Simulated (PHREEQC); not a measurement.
A solution holds 0.027 mol/kgw H2SO4, 0.00092 mol/kgw LiCl and 0.06 mol/kgw CuCl2, at 23 °C. Closed to the air; pH follows from the charge balance.

Model: ion-association model, wateq4f.dat, run in PHREEQC.

This is a speciation only: nothing precipitates in the calculation.

Q: Predict the pH, ionic strength.

A: pH 1.46; ionic strength 0.201 mol/kgw.

Q: In which forms is S present?

A: HSO4- 41 %, SO4-2 32 %, CuSO4 28 % of the S.

Complexes and solids missing from the database can't appear.
